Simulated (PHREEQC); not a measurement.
Dissolve 0.079 mol NaH2PO4 and 0.15 mol NiCl2 per kg of water at 25 °C. Closed to the air; pH follows from the charge balance.

Model: ion-association model, wateq4f.dat, run in PHREEQC.

The ionic strength comes out as 0.464 mol/kgw. What activity coefficients do Ni+2, Cl-, NaHPO4-, Na+, HPO4-2 get?

Ni+2 0.29, Cl- 0.65, NaHPO4- 0.70, Na+ 0.71, HPO4-2 0.22.

Precipitation was switched off in this run. Examples of supersaturated solids here: Ni3(PO4)2. Others may be too. Complexes and solids missing from the database can't appear. H3PO4, which wateq4f.dat lacks, is added to it with the constant of phreeqc.dat. The database has no phosphate complexes of Ni.
